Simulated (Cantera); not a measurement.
Cantera run, input and output.

```python
import numpy as np
import cantera as ct

gas = ct.Solution("gri30.yaml")
gas.TPX = 1350, 31000, {'C3H8': 1, 'O2': 4.55, 'N2': 54.5}
reactor = ct.IdealGasReactor(gas, energy="on", clone=False)
net = ct.ReactorNet([reactor])
net.rtol, net.atol = 1e-08, 1e-16
show = ['C3H8', 'O2', 'CH2CO', 'CO2', 'OH']
times = np.geomspace(3e-06, 0.8, 13)

steps = ct.SolutionArray(gas, extra=["t"])
rows = []
print(f"{'t/s':>10s}{'T/K':>9s}{'P/Pa':>11s}" + "".join(f"{s:>11s}" for s in show))
for t in times:
    while net.time < t:
        t_next = net.step()
        steps.append(gas.state, t=t_next)
    rows.append([np.interp(t, steps.t, y) for y in (steps.T, steps.P, *steps(*show).X.T)])
    print(f"{t:10.3e}{rows[-1][0]:9.1f}{rows[-1][1]:11.4g}" + "".join(f"{x:11.3e}" for x in rows[-1][2:]))
rate = np.gradient(steps.T, steps.t)
print("integrator steps:", len(steps.t))
if steps.T.max() > steps.T[0] + 200:
    print(f"time of steepest temperature rise: {steps.t[rate.argmax()]:.4e} s")
gas.TPX = 1350, 31000, {'C3H8': 1, 'O2': 4.55, 'N2': 54.5}
gas.equilibrate("UV")
print(f"equilibrium (UV): T = {gas.T:.1f} K  " + "  ".join(f"{s} {gas[s].X[0]:.3e}" for s in show))
```

Result:

```
       t/s      T/K       P/Pa       C3H8         O2      CH2CO        CO2         OH
 3.000e-06   1349.9    3.1e+04  1.665e-02  7.577e-02  1.721e-13  3.024e-12  4.204e-08
 8.497e-06   1349.8    3.1e+04  1.663e-02  7.577e-02  5.667e-11  3.104e-10  3.539e-07
 2.407e-05   1349.3  3.099e+04  1.658e-02  7.575e-02  4.433e-09  1.313e-08  1.008e-06
 6.817e-05   1348.0  3.096e+04  1.639e-02  7.569e-02  1.214e-07  3.012e-07  2.425e-06
 1.931e-04   1345.7  3.094e+04  1.569e-02  7.547e-02  2.534e-06  4.314e-06  3.559e-06
 5.469e-04   1345.1    3.1e+04  1.350e-02  7.464e-02  3.423e-05  2.533e-05  4.980e-06
 1.549e-03   1499.0   3.55e+04  5.991e-04  5.473e-02  1.939e-03  9.075e-04  3.117e-04
 4.388e-03   2153.7  5.129e+04  5.151e-47  5.862e-03  2.332e-19  2.765e-02  4.359e-03
 1.243e-02   2271.1  5.371e+04  8.606e-48  2.682e-03  2.063e-19  3.235e-02  2.727e-03
 3.520e-02   2303.8  5.438e+04  9.132e-48  1.570e-03  2.054e-19  3.401e-02  2.003e-03
 9.972e-02   2303.6  5.437e+04  1.026e-47  1.413e-03  2.144e-19  3.399e-02  1.903e-03
 2.824e-01   2301.3  5.432e+04  1.153e-47  1.350e-03  2.218e-19  3.387e-02  1.868e-03
 8.000e-01   2301.0  5.431e+04  1.171e-47  1.342e-03  2.227e-19  3.385e-02  1.863e-03
integrator steps: 1788
time of steepest temperature rise: 1.6153e-03 s
equilibrium (UV): T = 2301.0 K  C3H8 1.649e-47  O2 1.342e-03  CH2CO 2.451e-19  CO2 3.385e-02  OH 1.863e-03
```

Cantera simulation using GRI-Mech 3.0 (53 species, 325 reactions); the numbers are that mechanism's predictions, not measurements. GRI-Mech 3.0 was tuned for natural gas; its chemistry of propane as a main component is partial and can be far from experiment.
